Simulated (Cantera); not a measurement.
A perfectly stirred reactor is fed with CH4 : H2 = 1 : 9 (molar parts), at 0.683 Torr; it is held at 2000 K, and followed from long to short residence time.

Model: GRI-Mech 3.0 (53 species, 325 reactions), integrated in Cantera. GRI-Mech 3.0 stops at C3 and has no aromatics, soot or wall deposition, so with more carbon than oxygen in the feed, carbon stays in small species such as C2H2 where larger ones or solid carbon would form. Radical loss at walls, strong at low pressure, is not modelled.

Q: What does this change do: CH4 1 to 0.17 parts?

A: 
| quantity | before | after |
|---|---|---|
| x(CH4) at τ = 16.0 s | 0.00277 | 0.000989 |
| x(H2) at τ = 16.0 s | 0.941 | 0.977 |
| x(CH2) at τ = 16.0 s | 9.54e-6 | 4.75e-6 |
| x(H) at τ = 16.0 s | 0.0116 | 0.0137 |
| x(C2H6) at τ = 16.0 s | 4.40e-8 | 6.16e-9 |
| x(CH4) at τ = 0.240 s | 0.0494 | 0.0145 |
| x(H2) at τ = 0.240 s | 0.921 | 0.979 |
| x(CH2) at τ = 0.240 s | 1.82e-5 | 5.35e-6 |
| x(H) at τ = 0.240 s | 0.00455 | 0.00405 |
| x(C2H6) at τ = 0.240 s | 5.07e-6 | 3.51e-7 |

Q: What does this change do: H2 9 to 53 parts?

A: 
```
quantity                 before     after
----------------------  -------  --------
x(CH4) at τ = 16.0 s    0.00277  0.000988
x(H2) at τ = 16.0 s       0.941     0.977
x(CH2) at τ = 16.0 s    9.54e-6   4.75e-6
x(H) at τ = 16.0 s       0.0116    0.0137
x(C2H6) at τ = 16.0 s   4.40e-8   6.15e-9
x(CH4) at τ = 0.240 s    0.0494    0.0145
x(H2) at τ = 0.240 s      0.921     0.979
x(CH2) at τ = 0.240 s   1.82e-5   5.35e-6
x(H) at τ = 0.240 s     0.00455   0.00405
x(C2H6) at τ = 0.240 s  5.07e-6   3.50e-7
```
